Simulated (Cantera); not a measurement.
Mixture: CO : H2 : O2 : N2 : CO2 = 1 : 0.039 : 0.611 : 1.89 : 1 (molar parts), equivalence ratio 0.85, at 413 Torr, adiabatic and at constant pressure. Ignition delay is the time to a rise of 400 K.

Detailed kinetics in Cantera: GRI-Mech 3.0 (53 species, 325 reactions). Where the delays flatten at high temperature, the 400 K rule measures the pace of heat release, not the induction time.

**Question.** What does this change do: constant volume in place of constant pressure?

**Answer.** 
```
quantity           before     after
---------------  --------  --------
delay at 1050 K   1.12 ms  0.977 ms
delay at 1150 K  0.659 ms  0.539 ms
delay at 1250 K  0.523 ms  0.402 ms
delay at 1350 K  0.491 ms  0.355 ms
delay at 1450 K  0.512 ms  0.351 ms
delay at 1550 K  0.566 ms  0.375 ms
delay at 1650 K  0.644 ms  0.419 ms
```
